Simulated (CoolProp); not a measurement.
Saturation properties of octamethylcyclotetrasiloxane (D4) (Tc = 586.5 K, pc = 1.347 MPa, ω = 0.598).

Model: reference Helmholtz-energy equation of state, Thol 2015, in CoolProp.

```tsv
T (K)	p (MPa)	vapour density (kg/m³)	enthalpy of vaporisation (kJ/kg)	liquid cp (kJ/(kg K))
431.5	0.06368	5.570	137.6	1.952
438.9	0.07804	6.774	134.8	1.971
446.4	0.09507	8.200	131.9	1.990
453.9	0.1149	9.859	128.9	2.009
461.4	0.1377	11.78	125.8	2.029
468.9	0.1639	14.00	122.6	2.049
476.4	0.1938	16.56	119.4	2.070
483.8	0.2273	19.46	116.1	2.092
491.3	0.2655	22.83	112.6	2.114
```

It boils at 448.9 K under 1 atm.
